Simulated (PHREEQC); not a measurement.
**Hard or scaling water: an equilibrium model**

Make-up at 25 °C and 500 atm: 0.32 mmol/kgw Ca(HCO3)2 and 0.075 mmol/kgw H4SiO4. Closed to the air; pH follows from the charge balance.

Equilibrium calculation in PHREEQC: ion-association model, phreeqc.dat.

| Quantity | Value |
|---|---|
| pH | 7.93 |
| ionic strength | 0.000955 mol/kgw |
| total alkalinity | 0.640 meq/kg |

```json
[
 {"species": "HCO3-", "molality": "0.000622", "activity": "0.000602", "log γ": "-0.015"},
 {"species": "Ca+2", "molality": "0.000316", "activity": "0.000276", "log γ": "-0.058"},
 {"species": "H4SiO4", "molality": "7.35e-5", "activity": "7.35e-5", "log γ": "0.000"},
 {"species": "CO2", "molality": "9.26e-6", "activity": "9.26e-6", "log γ": "0.000"},
 {"species": "CO3-2", "molality": "4.68e-6", "activity": "4.09e-6", "log γ": "-0.058"},
 {"species": "CaHCO3+", "molality": "2.16e-6", "activity": "2.09e-6", "log γ": "-0.015"},
 {"species": "CaCO3", "molality": "1.72e-6", "activity": "1.72e-6", "log γ": "0.000"},
 {"species": "H3SiO4-", "molality": "1.53e-6", "activity": "1.48e-6", "log γ": "-0.015"},
 {"species": "OH-", "molality": "1.34e-6", "activity": "1.29e-6", "log γ": "-0.015"},
 {"species": "H+", "molality": "1.22e-8", "activity": "1.18e-8", "log γ": "-0.014"},
 {"species": "CaOH+", "molality": "4.24e-9", "activity": "4.10e-9", "log γ": "-0.015"}
]
```

Precipitation was switched off in this run. Under pressure, the constants of complexes without a molar volume in the database are unreliable.
